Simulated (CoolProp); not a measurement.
Computed with CoolProp (reference Helmholtz-energy equation of state, Polt 1992). This equation is an older, rougher fit; its heat capacities, sound speeds and derivatives of the liquid may be far off and weren't checked against measurements.

Give the vapour pressure (bar), liquid density (kg/m³), enthalpy of vaporisation (kJ/kg), vapour Z of saturated cyclopropane at 326.5 K.


```json
[
 {"T (K)": "326.5", "p (bar)": "14.5", "liquid density (kg/m³)": "572", "enthalpy of vaporisation (kJ/kg)": "356", "vapour Z": "0.793"}
]
```
